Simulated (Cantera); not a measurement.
**Halide evaporation, hydrolysis and transport: MgF₂ + O₂ + H₂**

Feed: 1 mol MgF₂, 0.15 mol O₂, 6.2 mol H₂, at 1552 °C and 8.00 mbar.

Cantera equilibrium calculation (NASA polynomials, part measured and part estimated; ideal gas, pure solids and liquids). Candidate condensed phases: H₂O, Mg, MgF₂, MgO, Mg(OH)₂; 31 gas species. The tables' values for MgH are old estimates; treat these amounts as uncertain. Equilibrium is a limit: real reactors are often held back by kinetics, nucleation or transport.

```
Property                               Result
----------------------------------  ---------
x(H₂)                                   0.750
x(HF)                                   0.147
x(MgF₂)                                0.0555
x(Mg)                                  0.0314
x(MgF)                                0.00954
x(H)                                  0.00426
x(H₂O)                                0.00290
x(MgH)                                3.35e-5
x(MgOH)                               8.56e-6
n(MgO(s))                           0.278 mol
gas amount                          7.487 mol
log10 activity of MgF₂(l) (absent)      -1.04
log10 activity of Mg(l) (absent)        -4.81
```
